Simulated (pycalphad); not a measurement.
Source of the numbers: pycalphad with the COST 507 light-alloy database (1999); pressure 1 atm. The data set is of 1999 and partly superseded. Diffusion is slow at the low end, where real alloys seldom reach equilibrium.

Molar enthalpy of Ti-10.39Hf-0.5016B (wt.%) in equilibrium (SER reference):

| T (K) | H (kJ/mol) | phases |
|---|---|---|
| 2850 | 109.29 | LIQUID |
| 2650 | 100.11 | LIQUID |
| 2450 | 90.94 | LIQUID |
| 2250 | 81.77 | LIQUID |
| 2050 | 72.60 | LIQUID |
| 1950 | 68.02 | LIQUID |
| 1850 | 56.91 | LIQUID + BCC_A2 |
| 1750 | 44.84 | BCC_A2 + BM |
| 1650 | 41.42 | BCC_A2 + BM |
| 1450 | 34.93 | BCC_A2 + BM |
| 1250 | 28.81 | BCC_A2 + BM |
| 1050 | 18.62 | HCP_A3 + BM |
| 850 | 12.17 | HCP_A3 + BM |
| 650 | 6.10 | HCP_A3 + BM |

Cooling from 1950 K to 1750 K, across the freezing range, releases 23.2 kJ/mol, or 456 J/g. The slope is 46 J/(mol K) in the liquid and 34 J/(mol K) just below the solidus, where it includes any heat of precipitation. Liquidus 1887 K, solidus 1814 K. Changes were sought between steps of 100 K, so a narrower field can be missed.

Database names, with the compositions (at.%) that they take in these runs: BM: Ti 50 B 50. BCC_A2 is bcc; HCP_A3 is hcp.
